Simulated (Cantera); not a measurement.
Premixed flame

A freely propagating, adiabatic, planar premixed flame of CH4 : O2 : N2 = 1 : 1.67 : 4.67 (molar parts), unburnt at 348 K and 11000 Pa; mixture-averaged transport, grid criteria slope 0.08 and curve 0.16, no radiation.

Computed with Cantera and GRI-Mech 3.0 (53 species, 325 reactions). Burning velocities carry a grid error of a few per cent, more on coarse grids.

```
z (mm)  T (K)  u (m/s)     x CH4     x O2     x HCO     x HO2    x C2H6     x CH3
------  -----  -------  --------  -------  --------  --------  --------  --------
-6.49     348     1.04     0.136    0.227     <1e-8   1.03e-8     <1e-8     <1e-8
-4.32     348     1.04     0.136    0.227     <1e-8   4.32e-7   3.69e-8   1.10e-7
-3.24     351     1.06     0.135    0.226     <1e-8   5.09e-6   8.00e-7   9.89e-7
-2.16     409     1.25     0.130    0.221     <1e-8   6.75e-5   5.87e-5   1.63e-5
-1.08     929     2.91    0.0925    0.179   1.93e-6   5.64e-5   0.00148   0.00114
-0.540   1411     4.51    0.0499    0.127   4.59e-5  0.000152   0.00119   0.00549
0        1828     5.93    0.0138   0.0695  0.000134  0.000106  0.000103   0.00538
0.540    2021     6.59   0.00175   0.0340   6.93e-5   1.69e-5   1.11e-6   0.00134
1.08     2068     6.73  0.000127   0.0190   9.93e-6   1.78e-6     <1e-8  0.000131
2.16     2087     6.76   5.20e-7   0.0115   8.41e-8   5.86e-7     <1e-8   6.36e-7
4.32     2100     6.78     <1e-8  0.00980   2.55e-8   5.19e-7     <1e-8     <1e-8
8.65     2115     6.82     <1e-8  0.00927   2.39e-8   4.99e-7     <1e-8     <1e-8
17.3     2140     6.89     <1e-8  0.00862   2.18e-8   4.77e-7     <1e-8     <1e-8
```
x: mole fraction of selected species; z is measured from the peak of heat release.

- laminar burning velocity: 104 cm/s
- thermal thickness: 2.16 mm
- peak x(HCO): 0.000134
- peak x(HO2): 0.000164
- peak x(C2H6): 0.00171
- peak x(CH3): 0.00657
